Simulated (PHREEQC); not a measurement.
1 kg of water holding 0.009 mol/kgw KCl, 0.0034 mol/kgw CaCl2, 0.052 mol/kgw MgCl2 and 0.0047 mol/kgw NaCl is evaporated at 25 °C; the solids stay in contact with the brine. The system is closed to CO2. Only these solids could form: Bischofite, Brucite, Carnallite, Halite, Portlandite, Sylvite, MgCl2_4H2O.

The series has 25 steps of water left (kg), from 1 to 0.008078.

Equilibrium calculation in PHREEQC: Pitzer model, pitzer.dat.

Which solids form, in which order, and at which step of the series does each first stand?

Sylvite from water left = 0.01337 kg, last present at water left = 0.01337 kg; Carnallite from water left = 0.01023 kg; Halite from water left = 0.01023 kg.
